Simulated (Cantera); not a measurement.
**Ammonia decomposition in nitride growth gas**

An isothermal, constant-pressure homogeneous reactor starts with NH₃ : N₂ = 1 : 0.15 (molar parts), at 1625 K and 1.30 bar.

Cantera simulation using the gas-phase N/H chemistry of the illustrative SiF4/NH3 mechanism in the Surface Chemkin manual (1991); the numbers are that mechanism's predictions, not measurements. Walls and surfaces, which speed up NH3 decomposition in real reactors, are not modelled.

```tsv
t (s)	x NH₃	x N₂H₂	x N	x N₂H₄	x H	x N₂	x H₂
0.000400	0.869	1.71e-7	1.75e-11	8.72e-8	1.05e-8	0.130	3.63e-5
0.00108	0.869	6.35e-7	6.54e-11	3.04e-7	2.39e-8	0.130	0.000157
0.00290	0.869	7.80e-7	1.54e-10	3.70e-7	5.26e-8	0.131	0.000619
0.00780	0.867	7.77e-7	3.60e-10	3.68e-7	1.24e-7	0.131	0.00189
0.0210	0.863	7.69e-7	8.86e-10	3.62e-7	3.14e-7	0.132	0.00529
0.0566	0.852	7.46e-7	2.09e-9	3.48e-7	8.12e-7	0.134	0.0143
0.152	0.823	6.91e-7	4.15e-9	3.21e-7	2.09e-6	0.140	0.0374
0.410	0.754	5.70e-7	6.28e-9	2.72e-7	5.17e-6	0.153	0.0928
1.10	0.614	3.72e-7	7.23e-9	1.93e-7	1.18e-5	0.181	0.205
2.97	0.408	1.66e-7	6.50e-9	9.69e-8	2.27e-5	0.222	0.370
8.00	0.211	4.75e-8	4.48e-9	3.04e-8	3.51e-5	0.261	0.528
```
x: mole fraction; the columns are a selection and need not sum to one.

Equilibrium at this temperature and pressure: NH₃ 1.80e-5, N₂H₂ <1e-12, N <1e-12, N₂H₄ <1e-12, H 5.20e-5, N₂ 0.302, H₂ 0.698 (gas phase only).
